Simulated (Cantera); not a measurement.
## Low-pressure radical oxidation in H2/O2

An isothermal, constant-pressure homogeneous reactor starts with 3.93 % H₂, 96.0 % O₂, 0.115 % H₂O, at 1325 K and 3600 Pa.

Computed with Cantera and GRI-Mech 3.0 (53 species, 325 reactions). Radical loss at walls, strong at low pressure, is not modelled. The temperature is held fixed by assumption; the heat of reaction is taken as removed at once.

```tsv
t (s)	x H₂	x O₂	x H	x H₂O	x O	x HO₂
1.00e-6	0.0393	0.960	7.56e-10	0.00115	3.96e-11	7.95e-10
3.28e-6	0.0393	0.960	2.23e-9	0.00115	3.92e-10	2.61e-9
1.07e-5	0.0393	0.960	5.64e-9	0.00115	3.37e-9	8.54e-9
3.51e-5	0.0393	0.960	1.46e-8	0.00115	2.47e-8	2.80e-8
0.000115	0.0393	0.960	1.08e-7	0.00115	3.01e-7	9.26e-8
0.000377	0.0391	0.959	3.95e-5	0.00131	0.000117	7.72e-7
0.00124	0.000598	0.928	0.00407	0.0359	0.0279	5.29e-6
0.00405	0.000437	0.934	0.00274	0.0371	0.0218	4.83e-6
0.0133	0.000225	0.946	0.000970	0.0390	0.0108	3.71e-6
0.0434	5.52e-5	0.955	0.000115	0.0405	0.00260	1.79e-6
0.142	7.90e-6	0.958	6.22e-6	0.0410	0.000371	4.77e-7
0.466	1.10e-6	0.959	3.27e-7	0.0412	5.19e-5	9.95e-8
1.53	1.96e-7	0.959	2.47e-8	0.0413	9.27e-6	3.48e-8
5.00	5.01e-8	0.959	3.23e-9	0.0413	2.38e-6	3.52e-8
```
x: mole fraction; the columns are a selection and need not sum to one.

Equilibrium at this temperature and pressure: H₂ 3.00e-8, O₂ 0.959, H 1.50e-9, H₂O 0.0413, O 1.43e-6, HO₂ 4.13e-8 (gas phase only).
